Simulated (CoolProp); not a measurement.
Saturation properties of tetradecamethylhexasiloxane (MD4M).

Computed with CoolProp (reference Helmholtz-energy equation of state, Thol 2019).

| T (K) | p (MPa) | vapour density (kg/m³) | enthalpy of vaporisation (kJ/kg) |
|---|---|---|---|
| 417.9 | 0.002952 | 0.3933 | 135.0 |
| 430.2 | 0.004909 | 0.6379 | 131.2 |
| 442.6 | 0.007873 | 1.0000 | 127.3 |
| 454.9 | 0.01214 | 1.511 | 123.4 |
| 467.3 | 0.01818 | 2.224 | 119.5 |
| 479.6 | 0.02638 | 3.179 | 115.5 |
| 492 | 0.03739 | 4.456 | 111.5 |
| 504.3 | 0.05166 | 6.108 | 107.4 |

It boils at 532.8 K under 1 atm.
